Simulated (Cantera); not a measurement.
Input (Python, Cantera):

```python
import numpy as np
import cantera as ct

gas = ct.Solution("h2o2.yaml")
gas.TPX = 425, 48000, {'H2': 1, 'O2': 0.385, 'N2': 1.58}
flame = ct.FreeFlame(gas, width=0.067)
flame.set_refine_criteria(ratio=3, slope=0.08, curve=0.16)
flame.transport_model = "mixture-averaged"
flame.solve(loglevel=0, auto=True)
z, T = flame.grid, flame.T
thick = (T[-1] - T[0]) / np.gradient(T, z).max()
show = ['H2', 'O2', 'H2O2', 'H2O', 'O', 'HO2']
print(f"laminar burning velocity  {flame.velocity[0] * 100:.3f} cm/s")
print(f"burnt temperature         {T[-1]:.1f} K")
print(f"thermal thickness         {thick * 1e3:.4f} mm")
print(f"grid points               {len(z)}")
z0 = z[flame.heat_release_rate.argmax()]
print(f"{'z/mm':>9s}{'T/K':>9s}{'u/(m/s)':>9s}" + "".join(f"{s:>11s}" for s in show))
rows = []
for k in (-3, -2, -1.5, -1, -0.5, -0.25, 0, 0.25, 0.5, 1, 2, 4, 8):
    zz = z0 + k * thick
    rows.append([k * thick, np.interp(zz, z, T), np.interp(zz, z, flame.velocity),
                 *(np.interp(zz, z, flame.X[gas.species_index(s)]) for s in show)])
    print(f"{rows[-1][0] * 1e3:9.3f}{rows[-1][1]:9.1f}{rows[-1][2]:9.3f}" + "".join(f"{x:11.3e}" for x in rows[-1][3:]))
```

It prints:

```
laminar burning velocity  425.368 cm/s
burnt temperature         2327.9 K
thermal thickness         1.0721 mm
grid points               127
     z/mm      T/K  u/(m/s)         H2         O2       H2O2        H2O          O        HO2
   -3.216    425.0    4.254  3.373e-01  1.298e-01  4.220e-17  1.196e-14  8.499e-16  7.399e-15
   -2.144    425.0    4.254  3.373e-01  1.298e-01  7.413e-15  1.507e-12  9.654e-14  1.153e-12
   -1.608    425.0    4.254  3.373e-01  1.298e-01  2.188e-13  3.747e-11  2.100e-12  3.285e-11
   -1.072    425.0    4.254  3.373e-01  1.299e-01  8.605e-11  9.760e-09  3.396e-10  1.207e-08
   -0.536    432.2    4.313  3.349e-01  1.302e-01  2.648e-06  1.614e-04  1.622e-06  9.519e-05
   -0.268    663.8    6.467  3.029e-01  1.252e-01  3.165e-05  1.760e-02  1.730e-04  1.413e-04
    0.000   1125.7   10.604  1.943e-01  8.679e-02  2.051e-06  1.038e-01  4.215e-03  4.580e-05
    0.268   1429.8   13.312  9.714e-02  2.794e-02  1.619e-06  2.115e-01  8.158e-03  1.346e-05
    0.536   1561.7   14.443  7.862e-02  1.330e-02  1.154e-06  2.391e-01  7.704e-03  5.893e-06
    1.072   1698.1   15.568  7.950e-02  9.462e-03  6.772e-07  2.482e-01  6.697e-03  3.688e-06
    2.144   1839.9   16.699  8.254e-02  7.202e-03  3.572e-07  2.560e-01  5.246e-03  2.494e-06
    4.288   1981.1   17.791  8.436e-02  4.918e-03  1.855e-07  2.653e-01  3.590e-03  1.574e-06
    8.577   2105.5   18.725  8.508e-02  2.942e-03  1.022e-07  2.748e-01  2.117e-03  9.305e-07
```

Detailed kinetics in Cantera: the H2/O2 subset of GRI-Mech 3.0, which has no nitrogen chemistry. Burning velocities carry a grid error of a few per cent, more on coarse grids.
